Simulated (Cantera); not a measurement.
A closed system holds: 1 mol Al, 0.58 mol HCl, 1.1 mol H₂, at 1200 Pa.

Method: chemical equilibrium by Gibbs-energy minimisation in Cantera with the NASA 1993 tables (ideal gas, pure condensed phases). Candidate condensed phases: Al, AlCl₃; 12 gas species. The tables' values for AlCl₂ are old estimates; treat these amounts as uncertain. Rates play no part. All values below are at 1048 K.

Base state: H₂ 0.823, AlCl 0.0901, AlCl₃ 0.0785, AlCl₂ 0.00877, HCl 0.000135 (mole fractions); condensed: Al(l).

What changes in the equilibrium state with this change: H₂ from 1.1 to 10 mol?


```json
[
 {"species": "H₂", "before": "0.823", "after": "0.957"},
 {"species": "AlCl", "before": "0.0901", "after": "0.0360"},
 {"species": "AlCl₃", "before": "0.0785", "after": "0.00502"},
 {"species": "AlCl₂", "before": "0.00877", "after": "0.00140"},
 {"species": "HCl", "before": "0.000135", "after": "5.84e-5"},
 {"species": "Al(l), mol", "before": "0.700", "after": "0.544"}
]
```
